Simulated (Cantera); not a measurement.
A closed system holds: 1 mol MgO, 0.14 mol HI, 0.58 mol O2, at 1348 K and 790000 Pa.

Method: chemical equilibrium by Gibbs-energy minimisation in Cantera with the NASA 1993 tables (ideal gas, pure condensed phases). Candidate condensed phases: H2O, I2, Mg, MgI2, MgO, Mg(OH)2; 20 gas species. Rates play no part.

Base state: O2 0.773, H2O 0.0992, I2 0.0704, I 0.0576, HI 0.000103, OH 1.48e-5 (mole fractions); condensed: MgO(s).

Task: What changes in the equilibrium state with this change: temperature from 1348 K to 1273.15 K?

Result: 
| species | before | after |
|---|---|---|
| O2 | 0.773 | 0.779 |
| H2O | 0.0992 | 0.100 |
| I2 | 0.0704 | 0.0797 |
| I | 0.0576 | 0.0408 |
| OH | 1.48e-5 | 6.33e-6 |
| HI | 0.000103 | 5.91e-5 |
| MgO(s), mol | 1.00 | 1.00 |

Task: What changes in the equilibrium state with this change: temperature from 1348 K to 1175 K?

Result: 
| species | before | after |
|---|---|---|
| O2 | 0.773 | 0.786 |
| H2O | 0.0992 | 0.101 |
| I2 | 0.0704 | 0.0892 |
| I | 0.0576 | 0.0235 |
| OH | 1.48e-5 | 1.76e-6 |
| HI | 0.000103 | 2.48e-5 |
| MgO(s), mol | 1.00 | 1.00 |
